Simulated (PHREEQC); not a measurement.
Model water analysis in mg/L, 25 °C, pH 6.63, pe -0.9: Na 7.48; K 5.06; Ca 15.6; Mg 6.97; Cl 29.8; S(6) as SO4 19.3; Alkalinity as HCO3 32.9; F 0.012; Fe(2) 0.375.

Valence states are taken as typed.

The numbers come from PHREEQC with the ion-association model, wateq4f.dat.

Precipitation was switched off in this run.

Q: What charge-balance error does the model give?

A: charge-balance error 1.1 %.

Q: In which forms is S present?

A: SO4-2 91 %, CaSO4 4.4 %, MgSO4 3.8 % of the S.

Fluoro complexes past AlF4- and FeF3 are missing from the database.
